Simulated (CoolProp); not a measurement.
Vapour-liquid equilibrium of carbon dioxide (1) + propylene (2) at 1.15 MPa; x and y are mole fractions of (1).

Model: multi-fluid Helmholtz-energy mixture model, Span 1996 and Lemmon 2013; pair parameters Bell 2016, in CoolProp.

```json
[
 {"x": "0.05", "bubble temperature, mixture model (K)": "287.3", "bubble temperature, Raoult's law (K)": "289.8", "y, mixture model": "0.238", "y, Raoult's law": "0.230"},
 {"x": "0.125", "bubble temperature, mixture model (K)": "274.6", "bubble temperature, Raoult's law (K)": "280.2", "y, mixture model": "0.481", "y, Raoult's law": "0.455"},
 {"x": "0.2", "bubble temperature, mixture model (K)": "265.4", "bubble temperature, Raoult's law (K)": "272.7", "y, mixture model": "0.625", "y, Raoult's law": "0.599"},
 {"x": "0.275", "bubble temperature, mixture model (K)": "258.8", "bubble temperature, Raoult's law (K)": "266.6", "y, mixture model": "0.713", "y, Raoult's law": "0.698"},
 {"x": "0.35", "bubble temperature, mixture model (K)": "254.0", "bubble temperature, Raoult's law (K)": "261.6", "y, mixture model": "0.771", "y, Raoult's law": "0.770"},
 {"x": "0.425", "bubble temperature, mixture model (K)": "250.5", "bubble temperature, Raoult's law (K)": "257.2", "y, mixture model": "0.811", "y, Raoult's law": "0.824"},
 {"x": "0.5", "bubble temperature, mixture model (K)": "247.7", "bubble temperature, Raoult's law (K)": "253.5", "y, mixture model": "0.842", "y, Raoult's law": "0.866"},
 {"x": "0.575", "bubble temperature, mixture model (K)": "245.5", "bubble temperature, Raoult's law (K)": "250.2", "y, mixture model": "0.866", "y, Raoult's law": "0.898"},
 {"x": "0.65", "bubble temperature, mixture model (K)": "243.6", "bubble temperature, Raoult's law (K)": "247.3", "y, mixture model": "0.887", "y, Raoult's law": "0.925"},
 {"x": "0.725", "bubble temperature, mixture model (K)": "242.0", "bubble temperature, Raoult's law (K)": "244.7", "y, mixture model": "0.908", "y, Raoult's law": "0.946"},
 {"x": "0.8", "bubble temperature, mixture model (K)": "240.6", "bubble temperature, Raoult's law (K)": "242.3", "y, mixture model": "0.928", "y, Raoult's law": "0.964"},
 {"x": "0.875", "bubble temperature, mixture model (K)": "239.1", "bubble temperature, Raoult's law (K)": "240.1", "y, mixture model": "0.951", "y, Raoult's law": "0.980"},
 {"x": "0.95", "bubble temperature, mixture model (K)": "237.8", "bubble temperature, Raoult's law (K)": "238.1", "y, mixture model": "0.978", "y, Raoult's law": "0.992"}
]
```

The largest gap from Raoult's law is -7.8 K in bubble temperature, at x = 0.275. No azeotrope shows between x = 0.05 and 0.95.

Pair parameters are fitted to limited data, so mixtures are less certain than the pure fluids.
